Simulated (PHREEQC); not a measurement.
Make-up at 25 °C: 0.106 mol/kgw Na2SO4, 0.0086 mol/kgw Na2B4O7 and 0.066 mol/kgw KBr. Closed to the air; pH follows from the charge balance.

Computed with PHREEQC (Pitzer model, pitzer.dat).

The ionic strength comes out as 0.401 mol/kgw. What activity coefficients do OH-, B(OH)4-, B3O3(OH)4-, SO4-2, Na+ get?

OH- 0.66, B(OH)4- 0.60, B3O3(OH)4- 0.48, SO4-2 0.17, Na+ 0.64. Single-ion values are on the MacInnes scale.

Precipitation was switched off in this run. Complexes and solids missing from the database can't appear.
